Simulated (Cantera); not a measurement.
A perfectly stirred reactor is fed with 62.9 % N2O, 37.1 % N2, at 20.0 Torr; it is held at 1225 K, and followed from long to short residence time.

Model: GRI-Mech 3.0 (53 species, 325 reactions), integrated in Cantera. GRI-Mech 3.0 was tuned for natural gas; its chemistry of N2O as a main component is partial and can be far from experiment. Radical loss at walls, strong at low pressure, is not modelled. The mechanism lacks the step 2 NO + O2 → 2 NO2, which can matter for NO2 below about 1400 K. The temperature is held fixed by assumption; the heat of reaction is taken as removed at once.

x: mole fraction; the columns are a selection and need not sum to one.

| τ (s) | x N2O | x NO2 | x O2 | x NO | x N2 | x O |
|---|---|---|---|---|---|---|
| 2.0 | 0.588 | 8.84e-7 | 0.0136 | 0.00354 | 0.394 | 2.68e-6 |
| 1.1 | 0.606 | 4.44e-7 | 0.00771 | 0.00201 | 0.384 | 2.68e-6 |
| 0.59 | 0.616 | (withheld) | (withheld) | (withheld) | 0.378 | 2.68e-6 |
| 0.32 | 0.622 | (withheld) | (withheld) | (withheld) | 0.375 | 2.68e-6 |
| 0.17 | 0.625 | 3.09e-8 | 0.00123 | 0.000320 | 0.373 | 2.67e-6 |
| 0.093 | 0.627 | 1.09e-8 | 0.000672 | 0.000175 | 0.372 | 2.67e-6 |
| 0.050 | 0.628 | 3.49e-9 | 0.000361 | 9.40e-5 | 0.372 | 2.66e-6 |
| 0.027 | 0.628 | 1.07e-9 | 0.000194 | 5.05e-5 | 0.371 | 2.65e-6 |
| 0.015 | 0.629 | 3.36e-10 | 0.000107 | 2.78e-5 | 0.371 | 2.62e-6 |
| 0.0079 | 0.629 | 9.17e-11 | 5.52e-5 | 1.44e-5 | 0.371 | 2.57e-6 |
| 0.0043 | 0.629 | 2.57e-11 | 2.91e-5 | 7.58e-6 | 0.371 | 2.49e-6 |

Q: Fill in the missing entries.

A: 
- 0.59, x NO2: 2.01e-7
- 0.59, x O2: 0.00420
- 0.59, x NO: 0.00110
- 0.32, x NO2: 8.40e-8
- 0.32, x O2: 0.00230
- 0.32, x NO: 0.000599
